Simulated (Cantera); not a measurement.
Equilibrium for boron, boron nitride and boron oxide: borazine + H₂O + H₂ + O₂

Input: 1 mol borazine, 1.9 mol H₂O, 1.6 mol H₂, 1.4 mol O₂, equilibrated at 1048.15 K and 90.0 Torr.

Equilibrium computed with Cantera from the NASA thermochemical tables; the gas is ideal and each condensed phase is pure. Candidate condensed phases: B, BN, B₂O₃, B₃O₃H₃, H₂O; 39 gas species. The feed counts by its element totals alone. Gases not in the tables: H₃BO₃. Rates play no part.

```
Item                                     Result
------------------------------------  ---------
x(H₂)                                     0.787
x(N₂)                                     0.187
x(H₂O)                                   0.0249
x(HBO₂)                                 3.12e-5
x((HBO₂)₃)                              3.01e-5
x(NH₃)                                  1.56e-5
n(B₂O₃(l))                             1.50 mol
gas amount                            8.000 mol
log10 activity of B(s) (absent)           -8.68
log10 activity of B₃O₃H₃(s) (absent)     -16.15
```
